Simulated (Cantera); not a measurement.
An isothermal, constant-pressure homogeneous reactor starts with C₂H₆ : N₂ = 1 : 70 (molar parts), at 1375 K and 750 Torr. Integrator tolerance rtol = 1e-08.

Model: GRI-Mech 3.0 (53 species, 325 reactions), integrated in Cantera. GRI-Mech 3.0 stops at C3 and has no aromatics, soot or wall deposition, so with more carbon than oxygen in the feed, carbon stays in small species such as C2H2 where larger ones or solid carbon would form.

**Question.** What does this change do: temperature 1375 to 1550 K?

**Answer.** 
```csv
quantity,before,after
x(C₂H₆) at 300 s,2.08e-7 (gas-phase equilibrium 4.65e-8),1.02e-8 (gas-phase equilibrium 1.62e-9)
x(CH₃) at 300 s,7.06e-7 (gas-phase equilibrium 3.33e-7),1.01e-6 (gas-phase equilibrium 4.04e-7)
x(C₂H₄) at 300 s,0.000342 (gas-phase equilibrium 7.27e-5),6.33e-5 (gas-phase equilibrium 9.97e-6)
x(CH₂) at 300 s,1.08e-11 (gas-phase equilibrium 4.93e-12),1.72e-10 (gas-phase equilibrium 6.84e-11)
x(H) at 300 s,5.42e-7 (gas-phase equilibrium 5.58e-7),5.21e-6 (gas-phase equilibrium 5.23e-6)
x(CH₄) at 300 s,0.00162 (gas-phase equilibrium 0.000784),0.000258 (gas-phase equilibrium 0.000104)
x(H₂) at 300 s,0.0247 (gas-phase equilibrium 0.0262),0.0270 (gas-phase equilibrium 0.0272)
```

**Question.** What does this change do: 0.47 parts H2O added?

**Answer.** 
```
quantity                                             before                                      after
----------------  -----------------------------------------  -----------------------------------------
x(C₂H₆) at 300 s    2.08e-7 (gas-phase equilibrium 4.65e-8)    3.09e-7 (gas-phase equilibrium 5.07e-8)
x(CH₃) at 300 s     7.06e-7 (gas-phase equilibrium 3.33e-7)    9.14e-7 (gas-phase equilibrium 3.48e-7)
x(C₂H₄) at 300 s   0.000342 (gas-phase equilibrium 7.27e-5)   0.000332 (gas-phase equilibrium 5.91e-5)
x(CH₂) at 300 s   1.08e-11 (gas-phase equilibrium 4.93e-12)  2.25e-11 (gas-phase equilibrium 4.44e-12)
x(H) at 300 s       5.42e-7 (gas-phase equilibrium 5.58e-7)    5.84e-7 (gas-phase equilibrium 6.47e-7)
x(CH₄) at 300 s    0.00162 (gas-phase equilibrium 0.000784)   0.00224 (gas-phase equilibrium 0.000949)
x(H₂) at 300 s        0.0247 (gas-phase equilibrium 0.0262)      0.0285 (gas-phase equilibrium 0.0351)
```

**Question.** What does this change do: 1.7 parts H2O added?

**Answer.** 
```csv
quantity,before,after
x(C₂H₆) at 300 s,2.08e-7 (gas-phase equilibrium 4.65e-8),4.19e-7 (gas-phase equilibrium 6.03e-9)
x(CH₃) at 300 s,7.06e-7 (gas-phase equilibrium 3.33e-7),1.11e-6 (gas-phase equilibrium 1.20e-7)
x(C₂H₄) at 300 s,0.000342 (gas-phase equilibrium 7.27e-5),0.000282 (gas-phase equilibrium 4.19e-6)
x(CH₂) at 300 s,1.08e-11 (gas-phase equilibrium 4.93e-12),2.98e-11 (gas-phase equilibrium 1.18e-12)
x(H) at 300 s,5.42e-7 (gas-phase equilibrium 5.58e-7),6.59e-7 (gas-phase equilibrium 8.37e-7)
x(CH₄) at 300 s,0.00162 (gas-phase equilibrium 0.000784),0.00308 (gas-phase equilibrium 0.000424)
x(H₂) at 300 s,0.0247 (gas-phase equilibrium 0.0262),0.0365 (gas-phase equilibrium 0.0589)
```
